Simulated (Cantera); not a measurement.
## Equilibrium for nitride etching: Si3N4 + Cl2

A closed system holds: 1 mol Si3N4, a varied amount of Cl2, equilibrated at 3.80 Pa.

Method: chemical equilibrium by Gibbs-energy minimisation in Cantera with the NASA 1993 tables (ideal gas, pure condensed phases). Candidate condensed phases: Si, Si3N4; 13 gas species. Mutual solubility and eutectic melting of coexisting phases are not modelled. The tables' values for SiCl3 are old estimates. Equilibrium is a limit: real reactors are often held back by kinetics, nucleation or transport.

Stable condensed phases:

```
T in K \ n(Cl2) in mol
         1.6 2.2 2.9   4 5.3 7.1 9.6  13  17  23  31
   1598    A   A   A   B   B   B   B   B   B   B   B
   1548    A   A   A   B   B   B   B   B   B   B   B
   1498    A   A   A   B   B   B   B   B   B   B   B
   1448    C   C   A   B   B   B   B   B   B   B   B
   1398    D   D   D   B   B   B   B   B   B   B   B
   1348    D   D   D   B   B   B   B   B   B   B   B
   1298    D   D   D   B   B   B   B   B   B   B   B
   1248    D   D   D   B   B   B   B   B   B   B   B
   1198    D   D   D   D   B   B   B   B   B   B   B
   1148    D   D   D   D   D   B   B   B   B   B   B
   1098    D   D   D   D   D   B   B   B   B   B   B
   1048    D   D   D   D   D   B   B   B   B   B   B
```

A: Si; B: gas only; C: Si + Si3N4; D: Si3N4.
